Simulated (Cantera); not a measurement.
Charge: 1 mol C₂H₂, 0.025 mol NH₃, at 850 K and 51.0 Pa.

Method: chemical equilibrium by Gibbs-energy minimisation in Cantera with the NASA 1993 tables (ideal gas, pure condensed phases). Candidate condensed phases: C, C₆H₆, C₇H₈, C₈H₁₈; 92 gas species. Kinetics and transport are ignored.

Base state: H₂ 0.988, N₂ 0.0119, CH₄ 0.000310 (mole fractions); condensed: C(graphite).

**Question.** What changes in the equilibrium state with this change: 0.0062 mol CO₂ added?

**Answer.** 
| species | before | after |
|---|---|---|
| H₂ | 0.988 | 0.976 |
| N₂ | 0.0119 | 0.0118 |
| CO | 0 | 0.0116 |
| H₂O | 0 | 4.09e-5 |
| CH₄ | 0.000310 | 0.000302 |
| C(graphite), mol | 2.00 | 1.99 |
Further candidate phases: H₂O.

**Question.** What changes in the equilibrium state with this change: temperature from 850 K to 2225 K?

**Answer.** 
```tsv
species	before	after
H₂	0.988	0.739
H	<1e-9	0.247
N₂	0.0119	0.00898
C₂H₂ (acetylene)	<1e-9	0.00217
HNC	<1e-9	0.000218
HCN	3.32e-8	0.00266
CN	<1e-9	3.31e-5
C₂H	<1e-9	2.68e-5
C(graphite), mol	2.00	1.99
```

**Question.** What changes in the equilibrium state with this change: NH₃ from 0.025 to 0.036 mol?

**Answer.** 
| species | before | after |
|---|---|---|
| H₂ | 0.988 | 0.983 |
| N₂ | 0.0119 | 0.0168 |
| CH₄ | 0.000310 | 0.000307 |
| C(graphite), mol | 2.00 | 2.00 |
